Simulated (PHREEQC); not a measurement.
# Acid rinse or clean: speciation

Make-up at 48 °C: 0.55 mmol/kgw HNO3, 32.5 mmol/kgw FeCl3 and 0.06 mmol/kgw KCl. Closed to the air; pH follows from the charge balance.

Model: ion-association model, phreeqc.dat, run in PHREEQC.

No solid was allowed to form.

Problem. Predict the pH, ionic strength.

Solution. pH 1.93; ionic strength 0.147 mol/kgw.

Problem. In which forms is Cl present?

Solution. Cl- 87 %, FeCl+2 11 %, FeCl2+ 1.4 % of the Cl.

Examples of supersaturated solids here: Hematite (slow to form), Goethite (slow to form). Others may be too. Complexes and solids missing from the database can't appear. Away from 25 °C the constants follow the database's enthalpies or fits; those with neither stay at their 25 °C values.
